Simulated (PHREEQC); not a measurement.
1 kg of water holding 0.051 mol/kgw MgCl2 meets 20 L of dry gas (N2 1 by moles) at fixed total pressure, at 25 °C; fugacities by Peng-Robinson. The gases take part in no redox reaction, some water evaporates into the gas, and hydrates or a liquid gas phase aren't modelled. No solid was allowed to form.

Computed with PHREEQC (ion-association model, phreeqc.dat).

| P (atm) | dissolved N2 (mol/kgw) | φ of N2 |
|---|---|---|
| 2 | 0.00127 | 0.999 |
| 5 | 0.00318 | 0.998 |
| 10 | 0.00632 | 0.996 |
| 20 | 0.0125 | ? |
| 30 | ? | 0.988 |
| 40 | ? | 0.985 |
| 50 | 0.0298 | ? |
| 75 | ? | 0.976 |
| 100 | 0.0556 | 0.972 |
| 150 | ? | 0.970 |
| 200 | 0.0989 | ? |
| 300 | 0.135 | 0.998 |
| 400 | 0.166 | 1.038 |

Task: What belongs in the gaps?

Result: 
- 20, φ of N2: 0.992
- 30, dissolved N2 (mol/kgw): 0.0184
- 40, dissolved N2 (mol/kgw): 0.0242
- 50, φ of N2: 0.982
- 75, dissolved N2 (mol/kgw): 0.0431
- 150, dissolved N2 (mol/kgw): 0.0784
- 200, φ of N2: 0.974
